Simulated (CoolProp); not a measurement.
The numbers come from the reference Helmholtz-energy equation of state, Tillner-Roth 1997 in CoolProp.

Question: Give the vapour pressure (kPa), liquid density (kg/m³), vapour density (kg/m³), liquid cp (kJ/(kg K)) of saturated CH2F2 (R32) at -105.75, -85.15 °C.

Answer: 
```
T (°C)   p (kPa)  liquid density (kg/m³)  vapour density (kg/m³)  liquid cp (kJ/(kg K))
-------  -------  ----------------------  ----------------------  ---------------------
-105.75     2.23                    1350                  0.0834                   1.56
-85.15      12.9                    1300                   0.433                   1.56
```
